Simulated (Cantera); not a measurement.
Input (Python, Cantera):

```python
import numpy as np
import cantera as ct

gas = ct.Solution("gri30.yaml", transport_model="multicomponent")
show = ['CH3', 'CO2', 'OH']

rows = []
print(f"{'T/K':>7s}{'rho':>11s}{'cp':>10s}{'mu':>11s}{'lambda':>11s}{'Pr':>7s}" + "".join(f"{'D_' + s:>11s}" for s in show))
for T in [400, 500, 600, 700, 800, 900, 1000, 1100]:
    gas.TPX = T, 15, {'CH4': 0.19, 'CO': 0.91}
    Pr = gas.cp_mass * gas.viscosity / gas.thermal_conductivity
    D = [gas.mix_diff_coeffs_mole[gas.species_index(s)] for s in show]
    rows.append([gas.density, gas.cp_mass, gas.viscosity, gas.thermal_conductivity, Pr, *D])
    print(f"{T:7g}{gas.density:11.4e}{gas.cp_mass:10.1f}{gas.viscosity:11.4e}"
          f"{gas.thermal_conductivity:11.4e}{Pr:7.3f}" + "".join(f"{d:11.4e}" for d in D))
print("SI units: kg/m3, J/kg/K, Pa s, W/m/K, m2/s")
```

It prints:

```
    T/K        rho        cp         mu     lambda     Pr      D_CH3      D_CO2       D_OH
    400 1.1701e-04    1206.6 2.0821e-05 3.4943e-02  0.719 2.5281e-01 1.8155e-01 3.5335e-01
    500 9.3607e-05    1260.2 2.4390e-05 4.2924e-02  0.716 3.7281e-01 2.7005e-01 5.1732e-01
    600 7.8006e-05    1321.0 2.7651e-05 5.1157e-02  0.714 5.0984e-01 3.7145e-01 7.0426e-01
    700 6.6862e-05    1383.3 3.0685e-05 5.9572e-02  0.713 6.6275e-01 4.8479e-01 9.1268e-01
    800 5.8504e-05    1443.1 3.3542e-05 6.8044e-02  0.711 8.3064e-01 6.0936e-01 1.1414e+00
    900 5.2004e-05    1498.2 3.6257e-05 7.6457e-02  0.710 1.0128e+00 7.4457e-01 1.3895e+00
   1000 4.6803e-05    1547.6 3.8856e-05 8.4753e-02  0.710 1.2086e+00 8.8997e-01 1.6563e+00
   1100 4.2548e-05    1591.7 4.1354e-05 9.2871e-02  0.709 1.4175e+00 1.0451e+00 1.9409e+00
SI units: kg/m3, J/kg/K, Pa s, W/m/K, m2/s
```

Detailed kinetics in Cantera: GRI-Mech 3.0 (53 species, 325 reactions). The composition is frozen, though it would react at the higher temperatures.
